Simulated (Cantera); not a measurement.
## Equilibrium for silicon oxide and oxynitride deposition: SiH₄ + NO + H₂

Input: 1 mol SiH₄, 12 mol NO, 0.19 mol H₂, equilibrated at 100000 Pa.

These are equilibrium values from Cantera (NASA tables, ideal gas, pure condensed phases), not measurements of a reactor. Candidate condensed phases: H₂O, Si, SiO₂, Si₂N₂O, Si₃N₄; 35 gas species. The tables hold silica as quartz up to 1696 K and as liquid above; real silica turns to tridymite and cristobalite and melts near 1996 K. Gases not in the tables: Si(OH)₄. Equilibrium is a limit: real reactors are often held back by kinetics, nucleation or transport.

At 527 °C the condensed part is SiO₂(α-quartz). From 627 °C to 1327 °C the condensed part is SiO₂(β-quartz). From 1427 °C to 1627 °C the condensed part is SiO₂(condensed). From 1727 °C to 1827 °C the condensed part is SiO₂(l).

| T (°C) | x N₂ | x O₂ | x H₂O | x NO | x OH | n SiO₂(α-quartz) | n SiO₂(β-quartz) | n SiO₂(condensed) | n SiO₂(l) |
|---|---|---|---|---|---|---|---|---|---|
| 527 | 0.496 | 0.323 | 0.181 | 1.97e-6 | 1.31e-9 | 1.00 | 0 | 0 | 0 |
| 627 | 0.496 | 0.323 | 0.181 | 9.07e-6 | 1.97e-8 | 0 | 1.00 | 0 | 0 |
| 727 | 0.496 | 0.323 | 0.181 | 3.08e-5 | 1.72e-7 | 0 | 1.00 | 0 | 0 |
| 827 | 0.496 | 0.323 | 0.181 | 8.36e-5 | 1.02e-6 | 0 | 1.00 | 0 | 0 |
| 927 | 0.496 | 0.323 | 0.181 | 0.000192 | 4.48e-6 | 0 | 1.00 | 0 | 0 |
| 1027 | 0.496 | 0.323 | 0.181 | 0.000389 | 1.57e-5 | 0 | 1.00 | 0 | 0 |
| 1127 | 0.496 | 0.322 | 0.181 | 0.000712 | 4.61e-5 | 0 | 1.00 | 0 | 0 |
| 1227 | 0.495 | 0.322 | 0.181 | 0.00120 | 0.000117 | 0 | 1.00 | 0 | 0 |
| 1327 | 0.495 | 0.322 | 0.181 | 0.00190 | 0.000265 | 0 | 1.00 | 0 | 0 |
| 1427 | 0.495 | 0.321 | 0.181 | 0.00284 | 0.000544 | 0 | 0 | 1.00 | 0 |
| 1527 | 0.494 | 0.320 | 0.180 | 0.00406 | 0.00103 | 0 | 0 | 1.00 | 0 |
| 1627 | 0.493 | 0.319 | 0.180 | 0.00559 | 0.00182 | 0 | 0 | 1.000 | 0 |
| 1727 | 0.492 | 0.318 | 0.179 | 0.00745 | 0.00304 | 0 | 0 | 0 | 1.000 |
| 1827 | 0.490 | 0.316 | 0.178 | 0.00963 | 0.00482 | 0 | 0 | 0 | 1.000 |
x: gas mole fraction; n: condensed amount in mol.
